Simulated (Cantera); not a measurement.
A closed system holds: 1 mol Si, 2.5 mol NF3, 0.67 mol N2, at 1373 K and 13300 Pa.

Equilibrium computed with Cantera from the NASA thermochemical tables; the gas is ideal and each condensed phase is pure. Candidate condensed phases: Si, Si3N4; 16 gas species. Rates play no part.

Base state: F 0.521, N2 0.304, SiF4 0.158, F2 0.0168 (mole fractions); condensed: gas only.

Problem. What changes in the equilibrium state with this change: NF3 from 2.5 to 0.56 mol?

Solution. 
| species | before | after |
|---|---|---|
| N2 | 0.304 | 0.572 |
| SiF4 | 0.158 | 0.422 |
| SiF3 | <1e-9 | 0.00566 |
| F | 0.521 | <1e-9 |
| F2 | 0.0168 | <1e-9 |
| SiF2 | <1e-9 | 5.51e-5 |
| Si3N4(s), mol | 0 | 0.193 |
The tables' values for SiF3, SiF2 are old estimates; treat these amounts as uncertain.
